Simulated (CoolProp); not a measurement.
Vapour-liquid equilibrium of CH2F2 (R32) (1) + dimethyl ether (2) at 247.2 K; x and y are mole fractions of (1).

The numbers come from the multi-fluid Helmholtz-energy mixture model, Tillner-Roth 1997 and Wu 2011; pair parameters Bell 2016 in CoolProp.

```json
[
 {"x": "0.05", "bubble pressure, mixture model (MPa)": "0.1060", "bubble pressure, Raoult's law (MPa)": "0.1076", "y, mixture model": "0.135", "y, Raoult's law": "0.150"},
 {"x": "0.15", "bubble pressure, mixture model (MPa)": "0.1274", "bubble pressure, Raoult's law (MPa)": "0.1302", "y, mixture model": "0.352", "y, Raoult's law": "0.371"},
 {"x": "0.25", "bubble pressure, mixture model (MPa)": "0.1504", "bubble pressure, Raoult's law (MPa)": "0.1528", "y, mixture model": "0.514", "y, Raoult's law": "0.527"},
 {"x": "0.35", "bubble pressure, mixture model (MPa)": "0.1743", "bubble pressure, Raoult's law (MPa)": "0.1754", "y, mixture model": "0.635", "y, Raoult's law": "0.643"},
 {"x": "0.45", "bubble pressure, mixture model (MPa)": "0.1983", "bubble pressure, Raoult's law (MPa)": "0.1979", "y, mixture model": "0.727", "y, Raoult's law": "0.732"},
 {"x": "0.55", "bubble pressure, mixture model (MPa)": "0.2220", "bubble pressure, Raoult's law (MPa)": "0.2205", "y, mixture model": "0.798", "y, Raoult's law": "0.804"},
 {"x": "0.65", "bubble pressure, mixture model (MPa)": "0.2449", "bubble pressure, Raoult's law (MPa)": "0.2431", "y, mixture model": "0.855", "y, Raoult's law": "0.861"},
 {"x": "0.75", "bubble pressure, mixture model (MPa)": "0.2673", "bubble pressure, Raoult's law (MPa)": "0.2657", "y, mixture model": "0.902", "y, Raoult's law": "0.909"},
 {"x": "0.85", "bubble pressure, mixture model (MPa)": "0.2892", "bubble pressure, Raoult's law (MPa)": "0.2883", "y, mixture model": "0.943", "y, Raoult's law": "0.950"},
 {"x": "0.95", "bubble pressure, mixture model (MPa)": "0.3111", "bubble pressure, Raoult's law (MPa)": "0.3109", "y, mixture model": "0.981", "y, Raoult's law": "0.985"}
]
```

The largest gap from Raoult's law is -2.2 % in bubble pressure, at x = 0.15. No azeotrope shows between x = 0.05 and 0.95.

Pair parameters are fitted to limited data, so mixtures are less certain than the pure fluids. The gap from Raoult's law changes sign with composition, which may be real or a fault of the pair parameters; it wasn't checked against measurements.
